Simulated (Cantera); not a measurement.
Feed: 1 mol SiCl4, 12 mol H2, 0.017 mol Cl2, at 2.90 mbar.

Equilibrium computed with Cantera from the NASA thermochemical tables; the gas is ideal and each condensed phase is pure. Candidate condensed phases: Si; 19 gas species. The tables' values for SiCl3, SiCl are old estimates; treat these amounts as uncertain. Rates play no part.

x: gas mole fraction; n: condensed amount in mol.

| T (°C) | x H2 | x HCl | x SiCl2 | x SiCl4 | x SiHCl3 | n Si(s) |
|---|---|---|---|---|---|---|
| 677 | 0.899 | 0.0280 | 0.00133 | 0.0614 | 0.00904 | (withheld) |
| 752 | 0.880 | 0.0511 | 0.00531 | 0.0524 | 0.00774 | (withheld) |
| 827 | 0.853 | 0.0814 | 0.0158 | 0.0377 | 0.00583 | (withheld) |
| 902 | 0.822 | 0.111 | 0.0343 | 0.0200 | 0.00349 | (withheld) |
| 977 | 0.801 | 0.130 | 0.0532 | 0.00709 | 0.00155 | (withheld) |
| 1052 | 0.792 | 0.137 | 0.0644 | 0.00193 | 0.000571 | 0 |
| 1127 | 0.787 | 0.141 | 0.0679 | 0.000524 | 0.000207 | 0 |
| 1202 | 0.785 | 0.143 | 0.0694 | 0.000154 | 7.98e-5 | 0 |
| 1277 | 0.784 | 0.144 | 0.0701 | 4.98e-5 | 3.34e-5 | 0 |
| 1352 | 0.783 | 0.144 | 0.0704 | 1.78e-5 | 1.51e-5 | 0 |

**Question.** Fill in the missing entries.

**Answer.** 
- 677, n Si(s): 0.0387
- 752, n Si(s): 0.0868
- 827, n Si(s): 0.116
- 902, n Si(s): 0.0957
- 977, n Si(s): 0.0428
